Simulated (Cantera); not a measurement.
What does this Cantera script print?

```python
import numpy as np
import cantera as ct

gas_names = """
    CL CLO CL2 H HCL HOCL HO2 H2 H2O H2O2 O OH O2 O3
""".split()
cond_names = """
    H2O(s) H2O(L)
""".split()


# ... load() reads the species with a 1 bar reference pressure and builds the phases ...
atoms = {
    'HCl': {'H': 1, 'CL': 1},
    'O2': {'O': 2},
}
top_T = {}  # K; cautious upper limits of use, not melting points


# ... equilibrate(T, P, feed) seeds the gas with the atoms and calls Mixture.equilibrate('TP', solver="vcs", rtol=1e-11, max_steps=5000) ...
results = []
feed = {'HCl': 1, 'O2': 2.5}  # mol
T = 2225  # K
P = 13332.2  # Pa
mix = equilibrate(T, P, feed)
results.append((T, P, feed, dict(zip(mix.species_names, mix.species_moles))))
print(gas.report(threshold=1e-06))
for i in range(1, mix.n_phases):
    print(f"{mix.phase(i).name:16s} {mix.phase_moles(i):12.5e} mol")
```

Output:

```
       temperature   2225 K
          pressure   13332 Pa
           density   0.023114 kg/m^3
  mean mol. weight   32.073 kg/kmol
   phase of matter   gas

                          1 kg             1 kmol
                     ---------------   ---------------
          enthalpy        1.6797e+06        5.3872e+07  J
   internal energy        1.1029e+06        3.5372e+07  J
           entropy            8932.8         2.865e+05  J/K
    Gibbs function       -1.8196e+07       -5.8359e+08  J
 heat capacity c_p            1142.5             36643  J/K
 heat capacity c_v            883.25             28329  J/K

                      mass frac. Y      mole frac. X     chem. pot. / RT
                     ---------------   ---------------   ---------------
                CL           0.13457           0.12175           -20.507
               CLO        0.00074548        0.00046473           -36.303
               CL2         0.0017048        0.00077121           -41.014
                 H         8.939e-06        0.00028442           -15.053
               HCL           0.17237           0.15164            -35.56
              HOCL         3.525e-05        2.1553e-05           -51.356
               HO2         7.062e-06        6.8624e-06           -46.645
                H2        1.6158e-05        0.00025707           -30.107
               H2O          0.031969          0.056916           -45.903
                 O           0.00349         0.0069964           -15.796
                OH         0.0048369         0.0091217           -30.849
                O2           0.65025           0.65177           -31.592
     [   +2 minor]        1.0791e-07        9.0382e-08
```

Cantera equilibrium calculation (NASA polynomials, part measured and part estimated; ideal gas, pure solids and liquids).
